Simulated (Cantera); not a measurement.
Charge: 1 mol CaS, 0.067 mol SO3, 0.13 mol O2, at 1848.15 K and 0.220 bar.

Equilibrium computed with Cantera from the NASA thermochemical tables; the gas is ideal and each condensed phase is pure. Candidate condensed phases: Ca, CaO, CaS, CaSO4, S; 14 gas species. Mutual solubility and eutectic melting of coexisting phases are not modelled. The numbers say what is thermodynamically allowed, not how fast it happens.

Problem. What is the equilibrium state?

Solution. 
* **x(SO2)**: 0.826
* **x(S2)**: 0.125
* **x(SO)**: 0.0423
* **x(S2O)**: 0.00616
* **x(S)**: 0.000818
* **x(SO3)**: 4.82e-6
* **x(O2)**: 1.94e-6
* **n(CaO(s))**: 0.144 mol
* **n(CaS(s))**: 0.856 mol
* **gas amount**: 0.1865 mol
* **log10 activity of S(l) (absent)**: -2.27
* **log10 activity of Ca(l) (absent)**: -9.16
